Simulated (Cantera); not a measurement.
Feed: 1 mol BaF₂, 0.74 mol O₂, 57 mol N₂, equilibrated at 13300 Pa.

Equilibrium computed with Cantera from the NASA thermochemical tables; the gas is ideal and each condensed phase is pure. Candidate condensed phases: Ba, BaF₂, BaO; 20 gas species. Equilibrium is a limit: real reactors are often held back by kinetics, nucleation or transport. All values below are at 2125 K.

Base state: N₂ 0.969, BaF₂ 0.0170, O₂ 0.0110, NO 0.00269, O 0.000475, F 2.64e-5, BaF 2.64e-5 (mole fractions); condensed: gas only.

**Question.** What changes in the equilibrium state with this change: pressure from 13300 Pa to 26.0 Pa?

**Answer.** 
```json
[
 {"species": "N₂", "before": "0.969", "after": "0.965"},
 {"species": "BaF₂", "before": "0.0170", "after": "0.0164"},
 {"species": "O", "before": "0.000475", "after": "0.00865"},
 {"species": "O₂", "before": "0.0110", "after": "0.00713"},
 {"species": "F", "before": "2.64e-5", "after": "0.000588"},
 {"species": "BaF", "before": "2.64e-5", "after": "0.000586"},
 {"species": "NO", "before": "0.00269", "after": "0.00216"}
]
```
